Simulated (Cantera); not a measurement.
Al(CH3)3 + N2 + N2O (aluminium nitride and oxide growth)

Charge: 1 mol Al(CH3)3, 20 mol N2, 0.61 mol N2O, at 0.00110 bar.

Cantera equilibrium calculation (NASA polynomials, part measured and part estimated; ideal gas, pure solids and liquids). Candidate condensed phases: Al, AlN, Al2O3, C, C6H6, C7H8, C8H18, H2O; 148 gas species. The feed counts by its element totals alone. The numbers say what is thermodynamically allowed, not how fast it happens.

```json
[
 {"T (°C)": "1350", "x N2": "0.797", "x H2": "0.177", "x H": "0.000878", "x Al": "9.07e-5", "x CO": "0.0242", "x HCN": "0.000885", "n AlN(s)": "0.998", "n C(graphite)": "2.37"},
 {"T (°C)": "1450", "x N2": "0.795", "x H2": "0.176", "x H": "0.00231", "x Al": "0.00139", "x CO": "0.0241", "x HCN": "0.00155", "n AlN(s)": "0.964", "n C(graphite)": "2.35"},
 {"T (°C)": "1550", "x N2": "0.783", "x H2": "0.170", "x H": "0.00538", "x Al": "0.0159", "x CO": "0.0235", "x HCN": "0.00250", "n AlN(s)": "0.586", "n C(graphite)": "2.32"},
 {"T (°C)": "1650", "x N2": "0.765", "x H2": "0.160", "x H": "0.0113", "x Al": "0.0370", "x CO": "0.0227", "x HCN": "0.00376", "n AlN(s)": "0", "n C(graphite)": "2.28"},
 {"T (°C)": "1750", "x N2": "0.760", "x H2": "0.152", "x H": "0.0223", "x Al": "0.0369", "x CO": "0.0226", "x HCN": "0.00549", "n AlN(s)": "0", "n C(graphite)": "2.23"},
 {"T (°C)": "1850", "x N2": "0.752", "x H2": "0.140", "x H": "0.0405", "x Al": "0.0366", "x CO": "0.0224", "x HCN": "0.00756", "n AlN(s)": "0", "n C(graphite)": "2.15"},
 {"T (°C)": "1950", "x N2": "0.740", "x H2": "0.123", "x H": "0.0678", "x Al": "0.0361", "x CO": "0.0221", "x HCN": "0.00979", "n AlN(s)": "0", "n C(graphite)": "2.07"}
]
```
x: gas mole fraction; n: condensed amount in mol.

From 1350 °C to 1550 °C the condensed part is AlN(s) + C(graphite). From 1650 °C to 1950 °C the condensed part is C(graphite). The main Al-bearing gas is Al throughout.
